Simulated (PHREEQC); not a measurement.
Nickel, zinc or cadmium bath (model solution)

Solution (20 °C): 170 mmol/kgw CdCl2, 0.11 mmol/kgw H3BO3 and 0.52 mmol/kgw FeSO4. Closed to the air; pH follows from the charge balance.

Model: ion-association model, phreeqc.dat, run in PHREEQC.

```json
{
 "pH": "5.32",
 "ionic_strength": "0.182 mol/kgw",
 "activity_of_water": "0.994",
 "density": "1.025 g/cm³"
}
```

```json
[
 {"species": "Cl-", "molality": "0.153", "activity": "0.111", "log γ": "-0.140"},
 {"species": "CdCl+", "molality": "0.107", "activity": "0.0807", "log γ": "-0.124"},
 {"species": "CdCl2", "molality": "0.0351", "activity": "0.0366", "log γ": "0.018"},
 {"species": "Cd+2", "molality": "0.0242", "activity": "0.00776", "log γ": "-0.494"},
 {"species": "CdCl3-", "molality": "0.00315", "activity": "0.00237", "log γ": "-0.124"},
 {"species": "Fe+2", "molality": "0.000484", "activity": "0.000164", "log γ": "-0.469"},
 {"species": "SO4-2", "molality": "0.000316", "activity": "9.64e-5", "log γ": "-0.515"},
 {"species": "CdSO4", "molality": "0.000200", "activity": "0.000209", "log γ": "0.018"},
 {"species": "H3BO3", "molality": "0.000110", "activity": "0.000115", "log γ": "0.018"},
 {"species": "FeCl+", "molality": "3.34e-5", "activity": "2.51e-5", "log γ": "-0.124"}
]
```

This is a speciation only: nothing precipitates in the calculation.
